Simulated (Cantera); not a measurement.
Charge: 1 mol SiHCl3, 21 mol N2, 0.14 mol HCl, at 1.20 mbar.

Method: chemical equilibrium by Gibbs-energy minimisation in Cantera with the NASA 1993 tables (ideal gas, pure condensed phases). Candidate condensed phases: NH4Cl, Si, Si3N4; 28 gas species. N2 is the only nitrogen source here; it is nearly inert below about 1500 K, so the nitride shown seldom forms there in practice. Kinetics and transport are ignored.

Task: What share of the Si ends up in condensed phases as a function of T (K), at 850, 950, 1050, 1150, 1250, 1350, 1450, 1550, 1650, 1750?

Result: 
| T (K) | Si condensed (%) | as |
|---|---|---|
| 850 | 46.3 | Si3N4(s) |
| 950 | 46.9 | Si3N4(s) |
| 1050 | 47.2 | Si3N4(s) |
| 1150 | 46.2 | Si3N4(s) |
| 1250 | 38.5 | Si3N4(s) |
| 1350 | 13.3 | Si3N4(s) |
| 1450 | 0.0 | - |
| 1550 | 0.0 | - |
| 1650 | 0.0 | - |
| 1750 | 0.0 | - |
